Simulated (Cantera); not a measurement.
An isothermal, constant-pressure homogeneous reactor starts with CH4 : H2O = 1 : 2.5 (molar parts), at 1473 K and 1400000 Pa. Integrator tolerance rtol = 1e-08.

Cantera simulation using GRI-Mech 3.0 (53 species, 325 reactions); the numbers are that mechanism's predictions, not measurements. The pressure lies above the range GRI-Mech 3.0 was tuned for (to about 10 atm).

| quantity | before | after |
|---|---|---|
| x(CH4) at 40.0 s | 0.0677 (gas-phase equilibrium 0.000139) | 1.13e-5 (gas-phase equilibrium 1.20e-5) |
| x(H2O) at 40.0 s | 0.346 (gas-phase equilibrium 0.246) | 0.252 (gas-phase equilibrium 0.252) |
| x(HCO) at 40.0 s | 6.00e-9 (gas-phase equilibrium 1.00e-8) | 5.27e-8 (gas-phase equilibrium 5.27e-8) |
| x(O) at 40.0 s | <1e-12 (gas-phase equilibrium <1e-12) | 2.77e-11 (gas-phase equilibrium 2.77e-11) |
| x(CH3) at 40.0 s | 6.93e-6 (gas-phase equilibrium 1.26e-8) | 1.18e-8 (gas-phase equilibrium 1.26e-8) |
| x(CH2CO) at 40.0 s | 2.74e-7 (gas-phase equilibrium 5.66e-10) | 2.44e-10 (gas-phase equilibrium 2.60e-10) |
| x(C2H4) at 40.0 s | 0.000464 (gas-phase equilibrium 1.20e-9) | 8.38e-11 (gas-phase equilibrium 9.47e-11) |

### Question
What was changed between the two runs?
(A) pressure from 1400000 Pa to 890000 Pa
(B) temperature 1473 to 1225 K
(C) temperature 1473 to 1698 K
(D) H2O 2.5 to 1.9 parts

### Answer
C, temperature 1473 to 1698 K
